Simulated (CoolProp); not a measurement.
Vapour pressure (MPa) of ethylbenzene: the reference equation beside estimates from Tc = 617.1 K, pc = 3.622 MPa, ω = 0.304. Clausius-Clapeyron is anchored at 424.5 K with a constant enthalpy of vaporisation of 34.58 kJ/mol.

Values from CoolProp's reference Helmholtz-energy equation of state, Zhou 2012.

```
T (K)  reference  Clausius-Clapeyron  Redlich-Kwong
-----  ---------  ------------------  -------------
398.6    0.07530             0.07924         0.1545
407.3    0.09596             0.09903         0.1889
415.9     0.1205              0.1223         0.2280
424.5     0.1498              0.1498         0.2728
433.2     0.1847              0.1823         0.3243
441.8     0.2251              0.2198         0.3818
450.5     0.2725              0.2636         0.4470
459.1     0.3265              0.3134         0.5189
467.8     0.3891              0.3709         0.5995
```

Absolute difference from the reference over all 9 rows, mean and median: Clausius-Clapeyron 2.8 and 3.2 %, Redlich-Kwong 77.3 and 75.6 %.
